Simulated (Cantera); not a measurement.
Cantera run, input and output.

```python
import numpy as np
import cantera as ct

gas = ct.Solution("gri30.yaml")


def delay(T, t_max=10):
    gas.TPX = T, 200000, {'CH4': 1, 'C2H6': 0.17, 'O2': 1.73, 'N2': 5.54}
    reactor = ct.IdealGasConstPressureReactor(gas, clone=False)
    net = ct.ReactorNet([reactor])
    net.rtol, net.atol = 1e-8, 1e-16
    while net.time < t_max:
        t_old, T_old = net.time, reactor.T
        net.step()
        if reactor.T > T + 400:  # ignition: a rise of 400 K
            return t_old + (T + 400 - T_old) / (reactor.T - T_old) * (net.time - t_old)
    return np.nan


taus = []
for T in [1425, 1500, 1575, 1650, 1725]:
    taus.append(delay(T))
    print(f"T0 = {T:6g} K   tau = {taus[-1]:.4e} s")

# d ln(tau) / d ln(k), from doubling and halving each rate constant
T, sens = 1500, []
for i in range(gas.n_reactions):
    gas.set_multiplier(2.0, i)
    up = delay(T)
    gas.set_multiplier(0.5, i)
    down = delay(T)
    gas.set_multiplier(1.0, i)
    sens.append((np.log(up / down) / np.log(4.0), gas.reaction(i).equation))
sens.sort(key=lambda x: -abs(x[0]))
print(f"sensitivities at {T} K")
for s, eq in sens[:10]:
    print(f"{s:8.3f}  {eq}")
```

Result:

```
T0 =   1425 K   tau = 2.1504e-04 s
T0 =   1500 K   tau = 1.1580e-04 s
T0 =   1575 K   tau = 6.5127e-05 s
T0 =   1650 K   tau = 3.8527e-05 s
T0 =   1725 K   tau = 2.4098e-05 s
sensitivities at 1500 K
  -0.544  H + O2 <=> O + OH
  -0.406  CH3 + HO2 <=> CH3O + OH
   0.362  CH4 + H <=> CH3 + H2
   0.276  CH4 + OH <=> CH3 + H2O
  -0.202  C2H5 + O2 <=> C2H4 + HO2
  -0.178  C2H6 + OH <=> C2H5 + H2O
  -0.131  CH3 + O2 <=> CH3O + O
  -0.122  CH3O + O2 <=> CH2O + HO2
  -0.110  C2H6 + CH3 <=> C2H5 + CH4
   0.099  CH2O + H (+M) <=> CH3O (+M)
```

Computed with Cantera and GRI-Mech 3.0 (53 species, 325 reactions).
